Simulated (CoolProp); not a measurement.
Vapour-liquid equilibrium of hydrogen sulfide (1) + n-butane (2) at 21.25 °C; x and y are mole fractions of (1).

Values from CoolProp's multi-fluid Helmholtz-energy mixture model, Lemmon 2006 and Bücker 2006; pair parameters Kunz 2012.

```json
[
 {"x": "0.05", "bubble pressure (bar)": "3.596", "y at the bubble point": "0.403", "dew pressure at overall composition x (bar)": "2.276", "liquid density (mol/L)": "10.14"},
 {"x": "0.2", "bubble pressure (bar)": "7.333", "y at the bubble point": "0.726", "dew pressure at overall composition x (bar)": "2.701", "liquid density (mol/L)": "10.94"},
 {"x": "0.35", "bubble pressure (bar)": "10.22", "y at the bubble point": "0.820", "dew pressure at overall composition x (bar)": "3.310", "liquid density (mol/L)": "12.06"},
 {"x": "0.5", "bubble pressure (bar)": "12.48", "y at the bubble point": "0.869", "dew pressure at overall composition x (bar)": "4.256", "liquid density (mol/L)": "13.58"},
 {"x": "0.65", "bubble pressure (bar)": "14.35", "y at the bubble point": "0.905", "dew pressure at overall composition x (bar)": "5.919", "liquid density (mol/L)": "15.62"},
 {"x": "0.8", "bubble pressure (bar)": "16.04", "y at the bubble point": "0.938", "dew pressure at overall composition x (bar)": "9.455", "liquid density (mol/L)": "18.29"},
 {"x": "0.95", "bubble pressure (bar)": "17.76", "y at the bubble point": "0.980", "dew pressure at overall composition x (bar)": "16.60", "liquid density (mol/L)": "21.72"}
]
```

No azeotrope shows between x = 0.05 and 0.95.

The pair parameters rest on a limited set of measurements; away from them the model extrapolates.
